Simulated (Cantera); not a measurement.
An adiabatic, constant-volume homogeneous reactor starts with CH4 : O2 : N2 : H2O = 1 : 1.18 : 4.42 : 0.75 (molar parts), at 1475 K and 15.0 bar.

Detailed kinetics in Cantera: GRI-Mech 3.0 (53 species, 325 reactions). The pressure lies above the range GRI-Mech 3.0 was tuned for (to about 10 atm).

Task: Predict: time of steepest temperature rise; temperature at 3.00 s; equilibrium temperature; x(O2) at 3.00 s; x(H2O) at 3.00 s; x(NO) at 3.00 s; x(H2) at 3.00 s; x(O) at 3.00 s; x(CO2) at 3.00 s.

Result: 
```json
{
 "time_of_steepest_temperature_rise": "0.233 ms",
 "temperature at 3.00 s": "2851 K",
 "equilibrium_temperature": "2851 K",
 "x(O2) at 3.00 s": "9.80e-5 (gas-phase equilibrium 9.80e-5)",
 "x(H2O) at 3.00 s": "0.224 (gas-phase equilibrium 0.224)",
 "x(NO) at 3.00 s": "0.000707 (gas-phase equilibrium 0.000707)",
 "x(H2) at 3.00 s": "0.106 (gas-phase equilibrium 0.106)",
 "x(O) at 3.00 s": "0.000116 (gas-phase equilibrium 0.000116)",
 "x(CO2) at 3.00 s": "0.0281 (gas-phase equilibrium 0.0281)"
}
```
